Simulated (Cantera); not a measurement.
A diamond (100) surface in a fixed gas of H2 with x(CH4) = 0.0046, x(CH3) = 0.0013, at 1298 K, 15.8 Torr; coverages are run to steady state.

Detailed kinetics in Cantera: the Harris–Goodwin 1993 mechanism for the reconstructed diamond (100) surface.

θ: site fractions in the mechanism's names (c6HH fully hydrogenated, c6H* and c6*H radical sites, c6** diradical, c6HM methylated).

```
x(H)     growth (µm/h)  θ c6HH  θ c6H*  θ c6*H   θ c6**    θ c6HM
-------  -------------  ------  ------  ------  -------  --------
0.0001          0.0779   0.658  0.0285   0.305  0.00374  0.000503
0.00022          0.314   0.547  0.0372   0.399  0.00870  0.000688
0.0005             [?]     [?]  0.0432   0.463      [?]       [?]
0.0011            1.88   0.421  0.0463   0.497   0.0258   0.00106
0.0025            3.08   0.396  0.0479   0.513   0.0346   0.00121
0.0055             [?]   0.385  0.0485   0.520   0.0406   0.00130
0.012             5.93   0.380  0.0489   0.523   0.0441   0.00132
0.028             8.78   0.377  0.0491   0.525   0.0460   0.00124
0.061             13.1   0.376  0.0493   0.525   0.0469   0.00108
```

Question: Fill in the missing entries.

Answer: 
- 0.0005, growth (µm/h): 0.922
- 0.0005, θ c6HH: 0.465
- 0.0005, θ c6**: 0.0167
- 0.0005, θ c6HM: 0.000876
- 0.0055, growth (µm/h): 4.33
